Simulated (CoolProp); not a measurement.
Vapour-liquid equilibrium of propane (1) + isopentane (2) at 301.9 K; x and y are mole fractions of (1).

Values from CoolProp's multi-fluid Helmholtz-energy mixture model, Lemmon 2009 and Lemmon 2006; pair parameters Kunz 2012.

Task: Give the bubble pressure and the first vapour's composition at x = 0.2, 0.275, 0.425. Is there an azeotrope?

Result: x = 0.2: 305.2 kPa, y = 0.699; x = 0.275: 373.7 kPa, y = 0.769; x = 0.425: 506.7 kPa, y = 0.854. No azeotrope shows between x = 0.05 and 0.95.

Pair parameters are fitted to limited data, so mixtures are less certain than the pure fluids. The gap from Raoult's law changes sign with composition, which may be real or a fault of the pair parameters; it wasn't checked against measurements.
